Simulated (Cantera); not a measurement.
Standard-state values (1 bar) from the NASA 1993 polynomials, evaluated with Cantera. Values are per mole of reaction as written; species without (g) are pure solids or liquids, kept so even where they would boil at 1 bar.

S + K2SO4 → 2 SO2(g) + 2 K, with ΔH° = 844.1 kJ and ΔS° = 418.1 J/K at 300 K.

Problem. How far is the shortcut ΔG° ≈ ΔH°(300 K) − T·ΔS°(300 K) from the full temperature-dependent value at 523, 573, 623, 673, 723, 773, 823, 873, 923 K?

Solution. 
| T (K) | shortcut (kJ) | full (kJ) | difference (kJ) | difference in log10 K | condensed phases |
|---|---|---|---|---|---|
| 523 | 625.4 | 625.2 | 0.2 | -0.02 | S(l), K2SO4(s), K(l) |
| 573 | 604.5 | 604.8 | -0.3 | 0.03 | S(l), K2SO4(s), K(l) |
| 623 | 583.6 | 584.6 | -1.0 | 0.09 | S(l), K2SO4(s), K(l) |
| 673 | 562.7 | 564.6 | -2.0 | 0.15 | S(l), K2SO4(s), K(l) |
| 723 | 541.8 | 544.9 | -3.1 | 0.22 | S(l), K2SO4(s), K(l) |
| 773 | 520.9 | 525.3 | -4.4 | 0.30 | S(l), K2SO4(s), K(l) |
| 823 | 500.0 | 505.9 | -6.0 | 0.38 | S(l), K2SO4(s), K(l) |
| 873 | 479.1 | 486.9 | -7.9 | 0.47 | S(l), K2SO4(s), K(l) |
| 923 | 458.2 | 468.4 | -10.3 | 0.58 | S(l), K2SO4(s), K(l) |
The shortcut ignores heat capacities and the phase changes listed.
